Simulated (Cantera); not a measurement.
**Reactions in the system C-Cl-H**

Source: NASA polynomial tables (part measured, part estimated), evaluated in Cantera. Values are per mole of reaction as written; species without (g) are pure solids or liquids, kept so even where they would boil at 1 bar.

2 C₂H₂(g) + 2 C₃H₈(g) ⇌ 5 C₂H₄(g)

```
T (K)  ΔH° (kJ)  ΔS° (J/K)  ΔG° (kJ)  log10 K
-----  --------  ---------  --------  -------
300        15.4      154.0     -30.8     5.36
1400       -4.1      124.5    -178.3     6.65
1600       -6.8      122.6    -203.0     6.63
1800       -9.5      121.0    -227.4     6.60
2000      -12.3      119.6    -251.4     6.57
2200      -15.0      118.3    -275.2     6.53
2400      -17.8      117.1    -298.7     6.50
```

4 CH₃(g) + 3 CH₂Cl₂(g) ⇌ C + 6 CH₃Cl(g)

| T (K) | ΔH° (kJ) | ΔS° (J/K) | ΔG° (kJ) | log10 K |
|---|---|---|---|---|
| 300 | -793.3 | -176.2 | -740.5 | 128.93 |
| 1400 | -808.2 | -209.6 | -514.7 | 19.20 |
| 1600 | -806.5 | -208.5 | -472.8 | 15.44 |
| 1800 | -804.2 | -207.2 | -431.3 | 12.51 |
| 2000 | -801.6 | -205.8 | -390.0 | 10.18 |
| 2200 | -798.6 | -204.4 | -348.9 | 8.28 |
| 2400 | -795.4 | -203.0 | -308.2 | 6.71 |
